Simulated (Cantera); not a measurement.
A closed system holds: 1 mol SiH₄, 4.5 mol N₂, held at 13300 Pa.

Cantera equilibrium calculation (NASA polynomials, part measured and part estimated; ideal gas, pure solids and liquids). Candidate condensed phases: Si, Si₃N₄; 18 gas species. Gases not in the tables: Si₂H₆ and higher silanes. Equilibrium is a limit: real reactors are often held back by kinetics, nucleation or transport. All values below are at 1900 K.

Base state: N₂ 0.657, H₂ 0.342, H 0.00127, Si 5.72e-5, SiH₂ 1.21e-5, SiH 1.06e-5 (mole fractions); condensed: Si₃N₄(s).

Task: What changes in the equilibrium state with this change: SiH₄ replaced by trisilylamine?

Result: 
```json
[
 {"species": "H₂", "before": "0.342", "after": "0.598"},
 {"species": "N₂", "before": "0.657", "after": "0.400"},
 {"species": "H", "before": "0.00127", "after": "0.00168"},
 {"species": "Si", "before": "5.72e-5", "after": "7.97e-5"},
 {"species": "SiH₂", "before": "1.21e-5", "after": "2.94e-5"},
 {"species": "SiH", "before": "1.06e-5", "after": "1.95e-5"},
 {"species": "Si₃N₄(s), mol", "before": "0.333", "after": "1.000"}
]
```
The feed counts by its element totals alone.
